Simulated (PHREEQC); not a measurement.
Dissolve 0.032 mol/kgw Na2HPO4 and 0.0023 mol/kgw H2SO4 at 25 °C. Closed to the air; pH follows from the charge balance.

The numbers come from PHREEQC with the ion-association model, phreeqc.dat.

Q: The ionic strength comes out as 0.0907 mol/kgw. What activity coefficients do H2PO4-, HPO4-2, NaHPO4-, PO4-3, Na+ get?

A: H2PO4- 0.79, HPO4-2 0.39, NaHPO4- 0.79, PO4-3 0.10, Na+ 0.79.

No solid was allowed to form.
